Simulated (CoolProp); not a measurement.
Vapour-liquid equilibrium of trans-2-butene (1) + ethanol (2) at 372.6 K; x and y are mole fractions of (1).

Values from CoolProp's multi-fluid Helmholtz-energy mixture model, Lemmon 2005 and Schroeder 2014; pair parameters Bell 2016.

```
x      bubble pressure, mixture model (MPa)  bubble pressure, Raoult's law (MPa)  y, mixture model  y, Raoult's law
-----  ------------------------------------  -----------------------------------  ----------------  ---------------
0.05                                 0.4238                               0.2835             0.484            0.263
0.125                                0.6958                               0.3789             0.693            0.492
0.2                                  0.9093                               0.4742             0.771            0.629
0.275                            (withheld)                               0.5696             0.809            0.720
0.35                             (withheld)                               0.6649             0.829            0.785
0.425                                 1.214                               0.7603        (withheld)            0.834
0.5                              (withheld)                               0.8556             0.848            0.871
0.575                                 1.280                               0.9510             0.855            0.902
0.65                             (withheld)                                1.046             0.864            0.926
0.725                                 1.343                                1.142             0.876            0.947
0.8                              (withheld)                                1.237             0.894            0.964
0.875                                 1.427                                1.332             0.922            0.979
0.95                             (withheld)                                1.428        (withheld)            0.992
```

**Question.** Fill in the missing entries.

**Answer.** 
- 0.275, bubble pressure, mixture model (MPa): 1.060
- 0.35, bubble pressure, mixture model (MPa): 1.156
- 0.425, y, mixture model: 0.840
- 0.5, bubble pressure, mixture model (MPa): 1.251
- 0.65, bubble pressure, mixture model (MPa): 1.309
- 0.8, bubble pressure, mixture model (MPa): 1.383
- 0.95, bubble pressure, mixture model (MPa): 1.469
- 0.95, y, mixture model: 0.963

The largest gap from Raoult's law is +91.8 % in bubble pressure, at x = 0.2. No azeotrope shows between x = 0.05 and 0.95.

Pair parameters are fitted to limited data, so mixtures are less certain than the pure fluids. With so large a gap from Raoult's law the liquid may split in two, which this calculation doesn't test in full.
